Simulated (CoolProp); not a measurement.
The fluid at 462.98 K and 0.484 MPa flows at 0.39 m/s in a round tube of 1 mm bore and 45 µm roughness, fully developed (64/Re and Nu = 3.66 if laminar; Colebrook and Gnielinski if turbulent). The same conditions are run with several fluids, on thermodynamics alone (safety and materials aside).

The numbers come from the reference Helmholtz-energy equation of state of each fluid (c-C4F8 (RC318): Platzer 1990; R125: Lemmon 2005; n-butane: Bücker 2006; ethanol: Schroeder 2014; n-heptane: Span 2003) in CoolProp. The equations of Platzer and Polt are older, rougher fits.

| fluid | Reynolds number | Darcy friction factor | pressure drop (Pa/m) | heat-transfer coefficient (W/(m² K)) | mass flow (kg/h) |
|---|---|---|---|---|---|
| c-C4F8 (RC318) | … | 0.113 | … | 87.2 | 0.0286 |
| R125 | … | 0.209 | 244 | 101 | … |
| n-butane | … | 0.249 | … | 138 | 0.00833 |
| ethanol | 171 | 0.373 | 171 | 125 | 0.00665 |
| n-heptane | 608 | 0.105 | … | 113 | 0.0158 |

**Question.** Complete the blanks.

**Answer.** 
- c-C4F8 (RC318), Reynolds number: 564
- c-C4F8 (RC318), pressure drop (Pa/m): 224
- R125, Reynolds number: 306
- R125, mass flow (kg/h): 0.0169
- n-butane, Reynolds number: 257
- n-butane, pressure drop (Pa/m): 143
- n-heptane, pressure drop (Pa/m): 115

Transport values come from each fluid's own correlations; those of c-C4F8 (RC318) are estimates that may be off by 10 % or more.
